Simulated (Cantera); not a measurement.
Input (Python, Cantera):

```python
import numpy as np
import cantera as ct

gas = ct.Solution("gri30.yaml")
gas.TPX = 1350, 28000, {'N2O': 1, 'O2': 0.12, 'H2O': 0.0062}
reactor = ct.IdealGasConstPressureReactor(gas, energy="off", clone=False)
net = ct.ReactorNet([reactor])
net.rtol, net.atol = 1e-08, 1e-18
show = ['N2O', 'O2', 'O', 'N2', 'NO2']
times = np.geomspace(0.001, 1, 14)

steps = ct.SolutionArray(gas, extra=["t"])
rows = []
print(f"{'t/s':>10s}{'T/K':>9s}{'P/Pa':>11s}" + "".join(f"{s:>11s}" for s in show))
for t in times:
    while net.time < t:
        t_next = net.step()
        steps.append(gas.state, t=t_next)
    rows.append([np.interp(t, steps.t, y) for y in (steps.T, steps.P, *steps(*show).X.T)])
    print(f"{t:10.3e}{rows[-1][0]:9.1f}{rows[-1][1]:11.4g}" + "".join(f"{x:11.3e}" for x in rows[-1][2:]))
rate = np.gradient(steps.T, steps.t)
print("integrator steps:", len(steps.t))
if steps.T.max() > steps.T[0] + 200:
    print(f"time of steepest temperature rise: {steps.t[rate.argmax()]:.4e} s")
gas.TPX = 1350, 28000, {'N2O': 1, 'O2': 0.12, 'H2O': 0.0062}
gas.equilibrate("TP")
print(f"equilibrium (TP): T = {gas.T:.1f} K  " + "  ".join(f"{s} {gas[s].X[0]:.3e}" for s in show))
```

It prints:

```
       t/s      T/K       P/Pa        N2O         O2          O         N2        NO2
 1.000e-03   1350.0    2.8e+04  8.852e-01  1.072e-01  1.428e-05  1.753e-03  2.775e-06
 1.701e-03   1350.0    2.8e+04  8.832e-01  1.077e-01  1.424e-05  2.994e-03  1.097e-05
 2.894e-03   1350.0    2.8e+04  8.799e-01  1.085e-01  1.418e-05  5.105e-03  3.163e-05
 4.924e-03   1350.0    2.8e+04  8.743e-01  1.099e-01  1.410e-05  8.680e-03  7.127e-05
 8.377e-03   1350.0    2.8e+04  8.648e-01  1.123e-01  1.396e-05  1.469e-02  1.324e-04
 1.425e-02   1350.0    2.8e+04  8.491e-01  1.162e-01  1.378e-05  2.470e-02  2.068e-04
 2.424e-02   1350.0    2.8e+04  8.233e-01  1.228e-01  1.361e-05  4.114e-02  2.737e-04
 4.125e-02   1350.0    2.8e+04  7.818e-01  1.333e-01  1.345e-05  6.757e-02  3.160e-04
 7.017e-02   1350.0    2.8e+04  7.175e-01  1.496e-01  1.329e-05  1.086e-01  3.333e-04
 1.194e-01   1350.0    2.8e+04  6.230e-01  1.736e-01  1.307e-05  1.688e-01  3.318e-04
 2.031e-01   1350.0    2.8e+04  4.962e-01  2.060e-01  1.272e-05  2.498e-01  3.169e-04
 3.455e-01   1350.0    2.8e+04  3.464e-01  2.444e-01  1.208e-05  3.455e-01  2.953e-04
 5.878e-01   1350.0    2.8e+04  1.995e-01  2.825e-01  1.080e-05  4.399e-01  2.744e-04
 1.000e+00   1350.0    2.8e+04  8.791e-02  3.121e-01  8.309e-06  5.122e-01  2.609e-04
integrator steps: 1068
equilibrium (TP): T = 1350.0 K  N2O 1.961e-08  O2 3.809e-01  O 4.954e-07  N2 6.146e-01  NO2 4.099e-06
```

Detailed kinetics in Cantera: GRI-Mech 3.0 (53 species, 325 reactions). GRI-Mech 3.0 was tuned for natural gas; its chemistry of N2O as a main component is partial and can be far from experiment. The mechanism lacks the step 2 NO + O2 → 2 NO2, which can matter for NO2 below about 1400 K. The temperature is held fixed by assumption; the heat of reaction is taken as removed at once.
